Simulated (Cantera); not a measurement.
Charge: 1 mol SiCl4, 6.8 mol N2, 12 mol H2, at 7.50 Torr.

Cantera equilibrium calculation (NASA polynomials, part measured and part estimated; ideal gas, pure solids and liquids). Candidate condensed phases: NH4Cl, Si, Si3N4; 28 gas species. N2 is the only nitrogen source here; it is nearly inert below about 1500 K, so the nitride shown seldom forms there in practice. The tables' values for SiCl, SiCl3, SiN are old estimates; treat these amounts as uncertain. Gases not in the tables: Si2H6 and higher silanes. Equilibrium is a limit: real reactors are often held back by kinetics, nucleation or transport.

x: gas mole fraction; n: condensed amount in mol.

```csv
T (°C),x H2,x N2,x HCl,x SiCl2,x H,x Si,x SiCl4,n Si3N4(s)
477,0.503,0.307,0.188,8.47e-12,2.24e-12,<1e-12,0.00282,0.314
577,0.500,0.306,0.192,1.36e-9,1.45e-10,<1e-12,0.00161,0.322
677,0.499,0.305,0.195,7.35e-8,3.93e-9,<1e-12,0.00102,0.326
777,0.498,0.305,0.196,1.83e-6,5.72e-8,<1e-12,0.000701,0.328
877,0.498,0.305,0.196,2.57e-5,5.26e-7,<1e-12,0.000513,0.329
977,0.498,0.305,0.196,0.000233,3.41e-6,<1e-12,0.000391,0.328
1077,0.499,0.306,0.193,0.00146,1.68e-5,(withheld),0.000293,0.319
1177,0.502,0.308,0.182,0.00641,6.70e-5,(withheld),0.000187,0.285
1277,0.510,0.314,0.157,0.0185,0.000225,(withheld),8.23e-5,0.202
1377,0.521,0.321,0.121,0.0356,0.000656,(withheld),2.35e-5,0.0839
1477,0.528,0.327,0.0959,0.0473,0.00169,(withheld),5.87e-6,0
1577,0.525,0.326,0.0970,0.0465,0.00390,(withheld),2.04e-6,0
1677,0.518,0.324,0.100,0.0440,0.00825,(withheld),8.01e-7,0
1777,0.506,0.321,0.107,0.0386,0.0161,(withheld),3.49e-7,0
```

Problem. What belongs in the gaps?

Solution. 
- 1077, x Si: 1.39e-10
- 1177, x Si: 9.65e-9
- 1277, x Si: 3.83e-7
- 1377, x Si: 9.60e-6
- 1477, x Si: 0.000122
- 1577, x Si: 0.000579
- 1677, x Si: 0.00213
- 1777, x Si: 0.00583
